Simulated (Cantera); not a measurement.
Cantera run, input and output.

```python
import numpy as np
import cantera as ct

surf = ct.Interface("diamond.yaml", "diamond_100")
gas, bulk = surf.adjacent["gas"], surf.adjacent["diamond"]
k = surf.kinetics_species_index(bulk.species_names[0])
cover = ["c6HH", "c6H*", "c6*H", "c6**", "c6HM", "c6B"]

rows, drift = [], 0.0
print(f"{'T':>10s}{'um/h':>11s}" + "".join(f"{s:>11s}" for s in cover))
for v in [900, 975, 1050, 1125, 1200, 1275, 1350]:
    T, P, xH, xCH3 = v, 16000, 0.026, 1.1e-05
    gas.TPX = T, P, {"H": xH, "CH3": xCH3, "CH4": 0.0042, "H2": 1 - xH - xCH3 - 0.0042}
    surf.TP = bulk.TP = T, P
    surf.coverages = "c6H*:0.1, c6HH:0.9"
    surf.advance_coverages(100.0)
    before = surf.coverages
    surf.advance_coverages(100.0)
    drift = max(drift, np.max(np.abs(surf.coverages - before) / (surf.coverages + 1e-9)))
    rate = surf.net_production_rates[k] * bulk.mean_molecular_weight / bulk.density * 3.6e9
    rows.append([rate, *surf[cover].coverages])
    print(f"{v:10.4g}{rate:11.4e}" + "".join(f"{x:11.3e}" for x in rows[-1][1:]))
```

It prints:

```
         T       um/h       c6HH       c6H*       c6*H       c6**       c6HM        c6B
       900 5.5566e-01  6.916e-01  1.123e-02  2.922e-01  4.479e-03  3.589e-04  1.508e-09
       975 8.3535e-01  6.194e-01  1.701e-02  3.549e-01  8.283e-03  2.578e-04  2.267e-09
      1050 1.1584e+00  5.522e-01  2.383e-02  4.099e-01  1.388e-02  1.888e-04  3.143e-09
      1125 1.4832e+00  4.914e-01  3.139e-02  4.555e-01  2.148e-02  1.382e-04  4.025e-09
      1200 1.6868e+00  4.377e-01  3.937e-02  4.916e-01  3.116e-02  9.537e-05  4.577e-09
      1275 1.5635e+00  3.909e-01  4.747e-02  5.187e-01  4.286e-02  5.476e-05  4.243e-09
      1350 1.1716e+00  3.504e-01  5.545e-02  5.377e-01  5.636e-02  2.364e-05  3.179e-09
```

Model: the Harris–Goodwin 1993 mechanism for the reconstructed diamond (100) surface, integrated in Cantera.
